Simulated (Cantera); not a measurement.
Input: 1 mol Fe3O4, a varied amount of CO, 1.4 mol H2, equilibrated at 1573.15 K and 7.50 Torr.

Equilibrium computed with Cantera from the NASA thermochemical tables; the gas is ideal and each condensed phase is pure. Candidate condensed phases: C, C6H6, C7H8, C8H18, Fe, Fe(CO)5, FeO, Fe(OH)2, Fe(OH)3, Fe2O3, Fe3O4, H2O; 114 gas species. Mutual solubility and eutectic melting of coexisting phases are not modelled. The tables' stoichiometric FeO is somewhat more stable than real wüstite, so its field is too wide. FeO: taken at fixed stoichiometry. Rates play no part.

Task: Which condensed phases are stable at each of these points (n(CO) (mol)): 0.86, 1, 1.2, 1.5, 1.8, 2.1, 2.5, 3, 3.6, 4.3, 5.2, 6.2?

Result: 
```tsv
n(CO) (mol)	condensed phases	Fe condensed (%)
0.86	FeO(s)	100.0
1	FeO(s)	100.0
1.2	FeO(s)	100.0
1.5	FeO(s)	100.0
1.8	FeO(s)	100.0
2.1	FeO(s)	100.0
2.5	FeO(s)	100.0
3	FeO(s)	100.0
3.6	FeO(s)	100.0
4.3	Fe(γ) + FeO(s)	100.0
5.2	Fe(γ) + FeO(s)	100.0
6.2	Fe(γ) + FeO(s)	100.0
```

From 0.86 mol CO to 3.6 mol CO the condensed part is FeO(s). From 4.3 mol CO to 6.2 mol CO the condensed part is Fe(γ) + FeO(s).
